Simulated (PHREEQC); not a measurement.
PHREEQC input (ion-association model, wateq4f.dat):

```
SOLUTION_MASTER_SPECIES
  An  An-  0  An  62.0  # stands for a non-complexing anion
SOLUTION_SPECIES
  An- = An-
    -log_k 0
    -gamma 3.0 0
PHASES
  Fix_H+
    H+ = H+
    -log_k 0
SOLUTION 1
  temp 25
  units mmol/kgw
  pH 7 charge
  Na 100
  An 100
END
SELECTED_OUTPUT 1
  -reset false
  -pH true
  -pe true
  -ionic_strength true
  -water true
  -totals Na
  -molalities Hfo_wOH Hfo_wOH2+ Hfo_wO- Hfo_sOH Hfo_sOH2+ Hfo_sO-
USER_PUNCH 1
  -headings sigma psi
  10 PUNCH EDL("sigma", "Hfo"), EDL("psi", "Hfo")
PRINT
  -reset false
USE solution 1
SURFACE 1
  Hfo_wOH 6.06742e-05 600 0.027
  Hfo_sOH 1.51685e-06
EQUILIBRIUM_PHASES 1
  Fix_H+ -3 HAn 10
    -force_equality true
  O2(g) -0.68 10
END
# ... the last block is repeated for the other 16 points of pH, with NaOH or the acid as the point needs
```

Selected output (columns that matter, 17 of 17 rows; pH added in front):

```
pH	mu	Na	m_Hfo_wOH	m_Hfo_wOH2+	m_Hfo_wO-	m_Hfo_sOH	m_Hfo_sOH2+	m_Hfo_sO-	sigma	psi
3	0.10124	0.1	1.1626e-06	5.9511e-05	5.2033e-10	2.9065e-08	1.4878e-06	1.3008e-11	0.36333	0.15267
3.38	0.10053	0.1	2.6088e-06	5.8063e-05	2.6853e-09	6.5221e-08	1.4516e-06	6.7133e-11	0.35447	0.15159
3.75	0.10024	0.1	5.314e-06	5.5348e-05	1.1688e-08	1.3285e-07	1.3837e-06	2.922e-10	0.33785	0.14921
4.12	0.10012	0.1	9.711e-06	5.0921e-05	4.2426e-08	2.4278e-07	1.273e-06	1.0607e-09	0.31063	0.14495
4.5	0.10006	0.1	1.5793e-05	4.4753e-05	1.2768e-07	3.9483e-07	1.1188e-06	3.1919e-09	0.27245	0.13829
4.88	0.10003	0.1	2.2604e-05	3.776e-05	3.0998e-07	5.651e-07	9.44e-07	7.7496e-09	0.22864	0.12938
5.25	0.10002	0.1	2.8993e-05	3.1061e-05	6.1998e-07	7.2483e-07	7.7652e-07	1.5499e-08	0.18585	0.11891
5.62	0.10002	0.1	3.4505e-05	2.5082e-05	1.0874e-06	8.6261e-07	6.2705e-07	2.7185e-08	0.1465	0.10698
6	0.10001	0.1	3.8954e-05	1.9981e-05	1.7398e-06	9.7384e-07	4.9952e-07	4.3494e-08	0.11137	0.093463
6.38	0.10001	0.1	4.2156e-05	1.5969e-05	2.5495e-06	1.0539e-06	3.9921e-07	6.3737e-08	0.081927	0.078772
6.75	0.1	0.1	4.4228e-05	1.2999e-05	3.4474e-06	1.1057e-06	3.2497e-07	8.6184e-08	0.058315	0.063403
7.12	0.1	0.1	4.5497e-05	1.0777e-05	4.4002e-06	1.1374e-06	2.6942e-07	1.1001e-07	0.038931	0.047058
7.5	0.1	0.1	4.6211e-05	9.0674e-06	5.3953e-06	1.1553e-06	2.2668e-07	1.3488e-07	0.022419	0.029416
7.88	0.1	0.1	4.6527e-05	7.7398e-06	6.4073e-06	1.1632e-06	1.935e-07	1.6018e-07	0.0081354	0.011179
8.25	0.1	0.1	4.6558e-05	6.6545e-06	7.4622e-06	1.1639e-06	1.6636e-07	1.8655e-07	-0.0049316	-0.0068102
8.62	0.10001	0.10001	4.6327e-05	5.6587e-06	8.6886e-06	1.1582e-06	1.4147e-07	2.1721e-07	-0.018498	-0.024661
9	0.10002	0.10002	4.5734e-05	4.6613e-06	1.0279e-05	1.1433e-06	1.1653e-07	2.5698e-07	-0.0343	-0.04249
```

Complexes and solids missing from the database can't appear. The oxide is taken as insoluble; below pH 4 it would dissolve.
